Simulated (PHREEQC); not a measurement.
2.3 g of hydrous ferric oxide (600 m²/g; 0.2 weak and 0.005 strong sites per Fe, Dzombak-Morel constants, diffuse double layer) in 1 kg of water with 0.01 mol/kgw of an inert sodium salt and 0.0025 mol ZnCl2, at 25 °C; the pH is set by adding NaOH or the inert anion's acid. O2 is buffered at 0.21 atm. No CO2 enters from the air. Precipitation was switched off in this run.

The series has 17 steps of pH, from 3 to 11.

Equilibrium calculation in PHREEQC: ion-association model, wateq4f.dat.

Near which pH is half of the Zn sorbed, and on which side is more sorbed?

Near pH 6.5, with more sorbed at higher pH.

At which pH does the surface charge pass through zero?

Near pH 9.7.

Along this series the solution becomes supersaturated in solids that the run did not let form, among them Zn(OH)2-e, Zn5(OH)8Cl2. The oxide is taken as insoluble; below pH 4 it would dissolve.
